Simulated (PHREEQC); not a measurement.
Nickel, zinc or cadmium bath (model solution)

Solution (25 °C): 0.004 mol/kgw Ni(NO3)2, 0.00018 mol/kgw Na2SO4 and 0.00011 mol/kgw H2SO4. Closed to the air; pH follows from the charge balance.

Model: ion-association model, wateq4f.dat, run in PHREEQC.

Each row changes one thing in this solution. Precipitation was switched off in this run.

```json
[
 {"case": "as made", "pH": "3.71", "SO4-2 (mol/kgw)": "0.000219", "HSO4- (mol/kgw)": "3.00e-6", "NaSO4- (mol/kgw)": "2.52e-7", "SI of Mirabilite (Na2SO4:10H2O)": "-9.73"},
 {"case": "temperature from 25 to 45 °C", "pH": "3.71", "SO4-2 (mol/kgw)": "0.000211", "HSO4- (mol/kgw)": "4.52e-6", "NaSO4- (mol/kgw)": "2.69e-7", "SI of Mirabilite (Na2SO4:10H2O)": "___"},
 {"case": "H2SO4 from 0.00011 to 0.000165 mol/kgw", "pH": "3.53", "SO4-2 (mol/kgw)": "0.000260", "HSO4- (mol/kgw)": "5.31e-6", "NaSO4- (mol/kgw)": "2.98e-7", "SI of Mirabilite (Na2SO4:10H2O)": "-9.65"},
 {"case": "diluted 10-fold with water", "pH": "___", "SO4-2 (mol/kgw)": "2.74e-5", "HSO4- (mol/kgw)": "5.00e-8", "NaSO4- (mol/kgw)": "4.22e-9", "SI of Mirabilite (Na2SO4:10H2O)": "-12.44"},
 {"case": "Ni(NO3)2 left out", "pH": "3.68", "SO4-2 (mol/kgw)": "___", "HSO4- (mol/kgw)": "5.21e-6", "NaSO4- (mol/kgw)": "___", "SI of Mirabilite (Na2SO4:10H2O)": "-9.41"}
]
```

Question: Complete the blanks.

Answer: 
- temperature from 25 to 45 °C, SI of Mirabilite (Na2SO4:10H2O): -10.63
- diluted 10-fold with water, pH: 4.67
- Ni(NO3)2 left out, SO4-2 (mol/kgw): 0.000284
- Ni(NO3)2 left out, NaSO4- (mol/kgw): 4.49e-7

Species that the database lacks are ignored. At this temperature some constants are extrapolated from 25 °C, and those without enthalpy data are left unchanged.
